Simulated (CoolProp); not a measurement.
Properties of decamethylcyclopentasiloxane (D5) along the isotherm 218.65 °C.

Computed with CoolProp (reference Helmholtz-energy equation of state, Thol 2019).

```tsv
p (MPa)	phase	cv (kJ/(kg K))	fugacity coefficient
0.00852	gas	1.704	0.9933
0.0129	gas	1.704	0.9899
0.0194	gas	___	0.9848
0.0293	gas	1.706	0.9771
0.0441	gas	1.707	___
0.0666	gas	___	0.9479
0.1	gas	___	0.9218
0.152	liquid	1.775	___
0.229	liquid	1.775	0.4844
0.345	liquid	1.775	0.3261
0.52	liquid	1.775	___
0.785	liquid	1.775	0.1513
1.18	liquid	1.775	___
1.79	liquid	1.775	0.07505
2.69	liquid	1.775	0.05571
```

**Question.** Some entries are withheld; supply them.

**Answer.** 
- 0.0194, cv (kJ/(kg K)): 1.705
- 0.0441, fugacity coefficient: 0.9655
- 0.0666, cv (kJ/(kg K)): 1.710
- 0.1, cv (kJ/(kg K)): 1.713
- 0.152, fugacity coefficient: 0.7228
- 0.52, fugacity coefficient: 0.2211
- 1.18, fugacity coefficient: 0.1057
